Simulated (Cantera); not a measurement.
A closed system holds: 1 mol Si, a varied amount of NF₃, 39 mol N₂, held at 1348.15 K and 25.0 Pa.

Method: chemical equilibrium by Gibbs-energy minimisation in Cantera with the NASA 1993 tables (ideal gas, pure condensed phases). Candidate condensed phases: Si, Si₃N₄; 16 gas species. Equilibrium is a limit: real reactors are often held back by kinetics, nucleation or transport.

Q: Which condensed phases are stable at each of these points (n(NF₃) (mol)): 0.66, 1, 1.4, 1.8, 2.2, 2.6, 3, 3.4, 3.8, 4.2, 4.6, 5?

A: 
```csv
n(NF₃) (mol),condensed phases,Si condensed (%)
0.66,Si₃N₄(s),45.9
1,Si₃N₄(s),18.8
1.4,gas only,0.0
1.8,gas only,0.0
2.2,gas only,0.0
2.6,gas only,0.0
3,gas only,0.0
3.4,gas only,0.0
3.8,gas only,0.0
4.2,gas only,0.0
4.6,gas only,0.0
5,gas only,0.0
```

From 0.66 mol NF₃ to 1 mol NF₃ the condensed part is Si₃N₄(s). From 1.4 mol NF₃ to 5 mol NF₃ nothing is condensed.
